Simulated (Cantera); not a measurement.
A closed system holds: 1 mol SiO2, 0.35 mol SiCl4, 8.3 mol N2, equilibrated at 1575 K and 31.5 Torr.

These are equilibrium values from Cantera (NASA tables, ideal gas, pure condensed phases), not measurements of a reactor. Candidate condensed phases: Si, SiO2, Si2N2O, Si3N4; 23 gas species. The tables' values for SiCl3 are old estimates; treat these amounts as uncertain. The tables hold silica as quartz up to 1696 K and as liquid above; real silica turns to tridymite and cristobalite and melts near 1996 K. Equilibrium is a limit: real reactors are often held back by kinetics, nucleation or transport.

Base state: N2 0.957, SiCl4 0.0376, Cl 0.00307, SiCl3 0.00234, SiCl2 0.000381, Cl2 4.42e-5, SiO 2.52e-5 (mole fractions); condensed: SiO2(β-quartz).

Question: What changes in the equilibrium state with this change: temperature from 1575 K to 1600 K?

Answer: 
| species | before | after |
|---|---|---|
| N2 | 0.957 | 0.956 |
| SiCl4 | 0.0376 | 0.0369 |
| Cl | 0.00307 | 0.00393 |
| SiO | 2.52e-5 | 4.55e-5 |
| SiCl2 | 0.000381 | 0.000545 |
| SiCl3 | 0.00234 | 0.00286 |
| SiO2(β-quartz), mol | 1.000 | 1.000 |

Question: What changes in the equilibrium state with this change: pressure from 31.5 Torr to 0.0120 Torr?

Answer: 
```
species                before     after
-------------------  --------  --------
N2                      0.957     0.799
Cl                    0.00307     0.134
SiO                   2.52e-5    0.0667
SiCl4                  0.0376   7.73e-6
SiCl3                 0.00234   2.89e-5
Cl2                   4.42e-5   3.22e-5
SiCl2                0.000381  0.000283
SiO2(β-quartz), mol     1.000     0.653
```

Question: What changes in the equilibrium state with this change: pressure from 31.5 Torr to 97.5 Torr?

Answer: 
| species | before | after |
|---|---|---|
| N2 | 0.957 | 0.958 |
| SiCl4 | 0.0376 | 0.0388 |
| Cl | 0.00307 | 0.00166 |
| SiO | 2.52e-5 | 5.20e-6 |
| SiCl2 | 0.000381 | 0.000141 |
| SiCl3 | 0.00234 | 0.00144 |
| Cl2 | 4.42e-5 | 3.99e-5 |
| SiO2(β-quartz), mol | 1.000 | 1.000 |
